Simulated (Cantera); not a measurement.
A jet of 3.10 % H₂, 20.3 % O₂, 76.6 % N₂ at 300 K and 0.493 atm hits a platinum plate 8.5 cm away at a mass flux of 0.039 kg/m²/s; the plate temperature is set and raised in steps from an oxygen-covered start.

Model: Deutschmann's 1995 Pt surface mechanism with GRI-Mech 3.0 gas chemistry, integrated in Cantera. Catalytic surfaces can have several steady states; this one follows from the mechanism file's or the stated starting coverage.

x: mole fraction at the wall; θ: surface coverage.

```json
[
 {"plate T (K)": "500", "wall x H₂": "0.00144", "wall x O₂": "0.171", "wall x H₂O": "0.0587", "wall x OH": "<1e-8", "θ free Pt": "0.0123", "θ O*": "0.964", "θ OH*": "0.0240"},
 {"plate T (K)": "550", "wall x H₂": "0.00143", "wall x O₂": "0.172", "wall x H₂O": "0.0582", "wall x OH": "<1e-8", "θ free Pt": "0.0130", "θ O*": "0.973", "θ OH*": "0.0137"},
 {"plate T (K)": "600", "wall x H₂": "0.00143", "wall x O₂": "0.172", "wall x H₂O": "0.0578", "wall x OH": "<1e-8", "θ free Pt": "0.0137", "θ O*": "0.978", "θ OH*": "[?]"},
 {"plate T (K)": "650", "wall x H₂": "0.00140", "wall x O₂": "0.172", "wall x H₂O": "0.0574", "wall x OH": "<1e-8", "θ free Pt": "0.0146", "θ O*": "0.980", "θ OH*": "0.00575"},
 {"plate T (K)": "700", "wall x H₂": "[?]", "wall x O₂": "0.172", "wall x H₂O": "0.0573", "wall x OH": "<1e-8", "θ free Pt": "[?]", "θ O*": "0.979", "θ OH*": "[?]"}
]
```

Q: What belongs in the gaps?

A: 
- 600, θ OH*: 0.00856
- 700, wall x H₂: 0.00127
- 700, θ free Pt: 0.0168
- 700, θ OH*: 0.00426
